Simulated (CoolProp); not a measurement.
R11 at 298.15 K and 16.3 MPa flows at 0.15 m/s in a round tube of 12.7 mm bore and 45 µm roughness, fully developed (64/Re and Nu = 3.66 if laminar; Colebrook and Gnielinski if turbulent). Each further row changes one setting.

Computed with CoolProp (reference Helmholtz-energy equation of state, Jacobsen 1992).

```json
[
 {"case": "as stated", "Reynolds number": "5660", "Darcy friction factor": "0.0401", "pressure drop (Pa/m)": "53.8", "heat-transfer coefficient (W/(m² K))": "306", "mass flow (kg/h)": "___"},
 {"case": "velocity 0.3 m/s", "Reynolds number": "11300", "Darcy friction factor": "0.0351", "pressure drop (Pa/m)": "188", "heat-transfer coefficient (W/(m² K))": "618", "mass flow (kg/h)": "___"},
 {"case": "diameter 25.4 mm", "Reynolds number": "11300", "Darcy friction factor": "0.0326", "pressure drop (Pa/m)": "21.9", "heat-transfer coefficient (W/(m² K))": "293", "mass flow (kg/h)": "___"}
]
```

**Question.** What belongs in the gaps?

**Answer.** 
- as stated, mass flow (kg/h): 104
- velocity 0.3 m/s, mass flow (kg/h): 207
- diameter 25.4 mm, mass flow (kg/h): 415

Viscosity comes from a separate model (Klein 1997), an estimate that may be off by 10 % or more. Thermal conductivity comes from a separate model (McLinden 2000), an estimate that may be off by 10 % or more.
